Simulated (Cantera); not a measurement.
What does this Cantera script print?

```python
import numpy as np
import cantera as ct

gas = ct.Solution("gri30.yaml")
gas.TPX = 1600, 2600000, {'C3H8': 1, 'O2': 5.49, 'N2': 14.8}
reactor = ct.IdealGasConstPressureReactor(gas, energy="on", clone=False)
net = ct.ReactorNet([reactor])
net.rtol, net.atol = 1e-08, 1e-16
show = ['C3H8', 'O2', 'NO', 'C2H4', 'H']
times = np.geomspace(8e-06, 0.2, 10)

steps = ct.SolutionArray(gas, extra=["t"])
rows = []
print(f"{'t/s':>10s}{'T/K':>9s}{'P/Pa':>11s}" + "".join(f"{s:>11s}" for s in show))
for t in times:
    while net.time < t:
        t_next = net.step()
        steps.append(gas.state, t=t_next)
    rows.append([np.interp(t, steps.t, y) for y in (steps.T, steps.P, *steps(*show).X.T)])
    print(f"{t:10.3e}{rows[-1][0]:9.1f}{rows[-1][1]:11.4g}" + "".join(f"{x:11.3e}" for x in rows[-1][2:]))
rate = np.gradient(steps.T, steps.t)
print("integrator steps:", len(steps.t))
if steps.T.max() > steps.T[0] + 200:
    print(f"time of steepest temperature rise: {steps.t[rate.argmax()]:.4e} s")
gas.TPX = 1600, 2600000, {'C3H8': 1, 'O2': 5.49, 'N2': 14.8}
gas.equilibrate("HP")
print(f"equilibrium (HP): T = {gas.T:.1f} K  " + "  ".join(f"{s} {gas[s].X[0]:.3e}" for s in show))
```

Output:

```
       t/s      T/K       P/Pa       C3H8         O2         NO       C2H4          H
 8.000e-06   3167.1    2.6e+06  8.626e-38  3.966e-02  3.034e-03  1.286e-20  5.327e-03
 2.465e-05   3154.9    2.6e+06  1.040e-37  3.593e-02  1.211e-02  1.396e-20  5.183e-03
 7.593e-05   3144.7    2.6e+06  1.217e-37  3.301e-02  1.931e-02  1.495e-20  5.070e-03
 2.339e-04   3143.9    2.6e+06  1.234e-37  3.276e-02  1.992e-02  1.504e-20  5.060e-03
 7.207e-04   3143.9    2.6e+06  1.234e-37  3.276e-02  1.992e-02  1.504e-20  5.060e-03
 2.220e-03   3143.9    2.6e+06  1.234e-37  3.276e-02  1.992e-02  1.504e-20  5.060e-03
 6.840e-03   3143.9    2.6e+06  1.234e-37  3.276e-02  1.992e-02  1.504e-20  5.060e-03
 2.107e-02   3143.9    2.6e+06  1.234e-37  3.276e-02  1.992e-02  1.504e-20  5.060e-03
 6.492e-02   3143.9    2.6e+06  1.234e-37  3.276e-02  1.992e-02  1.504e-20  5.060e-03
 2.000e-01   3143.9    2.6e+06  1.234e-37  3.276e-02  1.992e-02  1.504e-20  5.060e-03
integrator steps: 1709
time of steepest temperature rise: 3.8371e-06 s
equilibrium (HP): T = 3143.9 K  C3H8 2.253e-37  O2 3.276e-02  NO 1.992e-02  C2H4 1.657e-20  H 5.060e-03
```

Model: GRI-Mech 3.0 (53 species, 325 reactions), integrated in Cantera. GRI-Mech 3.0 was tuned for natural gas; its chemistry of propane as a main component is partial and can be far from experiment. The pressure lies above the range GRI-Mech 3.0 was tuned for (to about 10 atm). Above 3000 K some thermodynamic fits are extrapolated.
